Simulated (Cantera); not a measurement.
Thermodynamics of carbothermic reduction, feed CuO + C + N2 + CH4

A closed system holds: 1 mol CuO, 0.41 mol C, 1.3 mol N2, 1.4 mol CH4, at 82.5 Torr.

These are equilibrium values from Cantera (NASA tables, ideal gas, pure condensed phases), not measurements of a reactor. Candidate condensed phases: C, C6H6, C7H8, C8H18, Cu, CuO, Cu(OH)2, Cu2O, H2O; 139 gas species. Equilibrium is a limit: real reactors are often held back by kinetics, nucleation or transport.

```csv
T (K),log p H2,log p N2,log p CO,log p H2O,log p CH4,log p CO2,log p Cu,log p HCN,n C(graphite),n Cu(s),n Cu(l)
1023,-1.22,-1.55,-1.68,-3.46,-3.57,-3.80,-10.42,-6.51,0.821,1.00,0
1098,-1.22,-1.55,-1.67,-3.93,-3.88,-4.38,-9.25,-6.05,0.811,1.00,0
1173,-1.22,-1.55,-1.67,-4.34,-4.15,-4.89,-8.24,-5.65,0.809,1.00,0
1248,-1.22,-1.55,-1.67,-4.70,-4.39,-5.34,-7.36,-5.29,0.809,1.000,0
1323,-1.22,-1.55,-1.67,-5.02,-4.61,-5.74,-6.57,-4.98,0.809,1.000,0
1398,-1.22,-1.55,-1.67,-5.31,-4.80,-6.09,-5.89,-4.70,0.809,0,1.000
1473,-1.22,-1.55,-1.67,-5.56,-4.97,-6.40,-5.29,-4.45,0.808,0,1.000
1548,-1.22,-1.55,-1.67,-5.80,-5.13,-6.69,-4.75,-4.22,0.807,0,0.999
1623,-1.22,-1.55,-1.67,-6.01,-5.27,-6.95,-4.26,-4.01,0.805,0,0.997
1698,-1.22,-1.55,-1.67,-6.20,-5.40,-7.18,-3.81,-3.83,0.802,0,0.993
```
log p: log10 of the partial pressure in bar; n: condensed amount in mol.

From 1023 K to 1323 K the condensed part is C(graphite) + Cu(s). From 1398 K to 1698 K the condensed part is C(graphite) + Cu(l).
